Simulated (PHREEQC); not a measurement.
Reverse-osmosis permeate (model solution)

Synthetic water in mmol/kgw, 25 °C, pH 6.31, pe 8.3:

```
constituent           mmol/kgw
--------------------  --------
Na                       0.305
K                       0.0048
Ca                       0.265
Mg                      0.0317
Cl                       0.587
S(6)                    0.0435
Alkalinity (meq/kgw)     0.253
Si                     0.00194
Li                     0.00921
Ni                     0.00241
```

Valence states are taken as typed.

Computed with PHREEQC (ion-association model, wateq4f.dat).

```yaml
ionic_strength: 0.00126 mol/kgw
charge_balance_error: -0.5 %
```

```json
[
 {"species": "Cl-", "molality": "0.000587", "activity": "0.000564", "log γ": "-0.017"},
 {"species": "Na+", "molality": "0.000305", "activity": "0.000293", "log γ": "-0.017"},
 {"species": "CO2", "molality": "0.000267", "activity": "0.000267", "log γ": "0.000"},
 {"species": "Ca+2", "molality": "0.000263", "activity": "0.000225", "log γ": "-0.068"},
 {"species": "HCO3-", "molality": "0.000252", "activity": "0.000242", "log γ": "-0.017"},
 {"species": "SO4-2", "molality": "4.16e-5", "activity": "3.55e-5", "log γ": "-0.068"},
 {"species": "Mg+2", "molality": "3.14e-5", "activity": "2.69e-5", "log γ": "-0.068"},
 {"species": "Li+", "molality": "9.21e-6", "activity": "8.86e-6", "log γ": "-0.017"},
 {"species": "K+", "molality": "4.80e-6", "activity": "4.61e-6", "log γ": "-0.017"},
 {"species": "Ni+2", "molality": "2.04e-6", "activity": "1.74e-6", "log γ": "-0.069"},
 {"species": "H4SiO4", "molality": "1.94e-6", "activity": "1.94e-6", "log γ": "0.000"},
 {"species": "CaSO4", "molality": "1.59e-6", "activity": "1.59e-6", "log γ": "0.000"},
 {"species": "CaHCO3+", "molality": "7.21e-7", "activity": "6.94e-7", "log γ": "-0.017"}
]
```

Precipitation was switched off in this run. The database's nickel carbonate constants are estimates that later reviews lower a good deal.
